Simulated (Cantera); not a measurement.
Charge: 1 mol SiHCl₃, 1.1 mol C₂H₄, 2 mol H₂, 0.21 mol C₃H₈, at 0.00600 bar.

Equilibrium computed with Cantera from the NASA thermochemical tables; the gas is ideal and each condensed phase is pure. Candidate condensed phases: C, C₆H₆, C₇H₈, C₈H₁₈, Si, SiC; 109 gas species. The tables' values for SiCl, SiCl₃ are old estimates; treat these amounts as uncertain. Gases not in the tables: Si₂H₆ and higher silanes. Equilibrium is a limit: real reactors are often held back by kinetics, nucleation or transport. All values below are at 2123 K.

Base state: H₂ 0.580, HCl 0.331, H 0.0353, SiCl₂ 0.0332, Cl 0.0148, Si 0.00238, SiCl 0.00136, C₂H₂ (acetylene) 0.000961 (mole fractions); condensed: C(graphite) + SiC(s).

### Question
What changes in the equilibrium state with this change: H₂ from 2 to 43 mol?

### Answer
```tsv
species	before	after
H₂	0.580	0.892
HCl	0.331	0.0573
H	0.0353	0.0437
SiCl₂	0.0332	0.000647
Cl	0.0148	0.00206
Si	0.00238	0.00238
SiCl₃	0.000171	4.65e-7
SiCl	0.00136	0.000190
SiH₂	1.00e-5	1.54e-5
C(graphite), mol	2.08	1.84
SiC(s), mol	0.728	0.817
```
The tables' values for SiCl are old estimates; treat these amounts as uncertain.

### Question
What changes in the equilibrium state with this change: pressure from 0.00600 bar to 0.133 bar?

### Answer
```json
[
 {"species": "H₂", "before": "0.580", "after": "0.604"},
 {"species": "HCl", "before": "0.331", "after": "0.347"},
 {"species": "SiCl₂", "before": "0.0332", "after": "0.0351"},
 {"species": "H", "before": "0.0353", "after": "0.00764"},
 {"species": "Cl", "before": "0.0148", "after": "0.00322"},
 {"species": "SiCl₄", "before": "8.47e-7", "after": "2.11e-5"},
 {"species": "SiHCl₃", "before": "7.29e-7", "after": "1.80e-5"},
 {"species": "CH₄", "before": "6.32e-7", "after": "1.52e-5"},
 {"species": "Si₂C", "before": "0.000106", "after": "4.78e-6"},
 {"species": "C(graphite), mol", "before": "2.08", "after": "2.07"},
 {"species": "SiC(s), mol", "before": "0.728", "after": "0.742"}
]
```
The tables' values for SiCl₃, SiCl are old estimates; treat these amounts as uncertain.
